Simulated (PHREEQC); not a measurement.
Dissolve 0.0022 mol H2SO4, 0.0054 mol Al(NO3)3 and 3.6e-05 mol CuSO4 per kg of water at 25 °C. Closed to the air; pH follows from the charge balance.

The numbers come from PHREEQC with the ion-association model, wateq4f.dat.

Precipitation was switched off in this run.

Task: Order these Al species by the share of Al that they hold, largest first: Al+3, Al(SO4)2-, AlSO4+, AlOH+2.

Result: Al+3 (73 %), AlSO4+ (27 %), Al(SO4)2- (0.28 %), AlOH+2 (0.11 %)

Task: Order these S species by the share of S that they hold, largest first: Al(SO4)2-, AlSO4+, SO4-2, HSO4-.

Result: AlSO4+ (64 %), SO4-2 (28 %), HSO4- (6.3 %), Al(SO4)2- (1.3 %)

The pH is 2.43 and the ionic strength 0.0301 mol/kgw.
